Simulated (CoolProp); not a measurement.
Properties of isohexane along the isotherm 253.15 °C.

Computed with CoolProp (reference Helmholtz-energy equation of state, Lemmon 2006). It is a short technical equation, of lower accuracy than the large ones.

```json
[
 {"p (bar)": "1.9", "phase": "gas", "density (kg/m³)": "3.810", "cp (kJ/(kg K))": "2.666", "isothermal compressibility (1/MPa)": "5.361"},
 {"p (bar)": "3.8", "phase": "gas", "density (kg/m³)": "7.766", "cp (kJ/(kg K))": "2.681", "isothermal compressibility (1/MPa)": "2.734"},
 {"p (bar)": "5.7", "phase": "gas", "density (kg/m³)": "11.88", "cp (kJ/(kg K))": "2.698", "isothermal compressibility (1/MPa)": "1.861"},
 {"p (bar)": "7.61", "phase": "gas", "density (kg/m³)": "16.20", "cp (kJ/(kg K))": "2.718", "isothermal compressibility (1/MPa)": "1.427"},
 {"p (bar)": "9.51", "phase": "gas", "density (kg/m³)": "20.70", "cp (kJ/(kg K))": "2.739", "isothermal compressibility (1/MPa)": "1.170"},
 {"p (bar)": "11.4", "phase": "gas", "density (kg/m³)": "25.39", "cp (kJ/(kg K))": "2.763", "isothermal compressibility (1/MPa)": "1.002"},
 {"p (bar)": "13.3", "phase": "gas", "density (kg/m³)": "30.35", "cp (kJ/(kg K))": "2.790", "isothermal compressibility (1/MPa)": "0.8847"},
 {"p (bar)": "15.2", "phase": "gas", "density (kg/m³)": "35.60", "cp (kJ/(kg K))": "2.821", "isothermal compressibility (1/MPa)": "0.7991"}
]
```
